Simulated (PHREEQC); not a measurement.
Solution (35 °C): 36 mmol/kgw HF, 2.2 mmol/kgw CsF and 0.36 mmol/kgw H2SiF6. Closed to the air; pH follows from the charge balance.

Equilibrium calculation in PHREEQC: ion-association model, wateq4f.dat.

Precipitation was switched off in this run.

Question: Order these F species by the share of F that they hold, largest first: SiF6-2, HF2-, HF, F-, H2F2.

Answer: HF (72 %), F- (12 %), H2F2 (7.6 %), SiF6-2 (5.4 %), HF2- (2.9 %)

The pH is 2.44 and the ionic strength 0.00650 mol/kgw. Species that the database lacks are ignored. wateq4f.dat counts part of the HF as a dimer, H2F2, which phreeqc.dat doesn't know; its constant is uncertain. SiF6-2 is the database's only silicon fluoride.
